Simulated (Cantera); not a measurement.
Feed: 1 mol CHF3, 2.2 mol HCl, 0.097 mol H2, at 13000 Pa.

Equilibrium computed with Cantera from the NASA thermochemical tables; the gas is ideal and each condensed phase is pure. Candidate condensed phases: C, C6H6, C7H8, C8H18; 118 gas species. Gases not in the tables: C2F6 and larger saturated fluorocarbons. The numbers say what is thermodynamically allowed, not how fast it happens.

log p: log10 of the partial pressure in bar; n: condensed amount in mol.

```
T (K)  log p HF  log p Cl  log p HCl  log p Cl2  log p F  n C(graphite)
-----  --------  --------  ---------  ---------  -------  -------------
1975      -1.12     -1.42      -1.92      -2.49        …          0.980
2075      -1.12     -1.38      -1.96      -2.74        …          0.989
2175      -1.13     -1.37      -1.97      -3.01        …          0.993
2275      -1.13     -1.36      -1.97      -3.26        …          0.994
2375      -1.13     -1.36      -1.97      -3.50        …          0.995
2475      -1.13     -1.36      -1.97      -3.73        …          0.995
2575      -1.13     -1.36      -1.96      -3.94        …          0.995
```

Q: What belongs in the gaps?

A: 
- 1975, log p F: -3.92
- 2075, log p F: -3.67
- 2175, log p F: -3.49
- 2275, log p F: -3.33
- 2375, log p F: -3.20
- 2475, log p F: -3.08
- 2575, log p F: -2.97
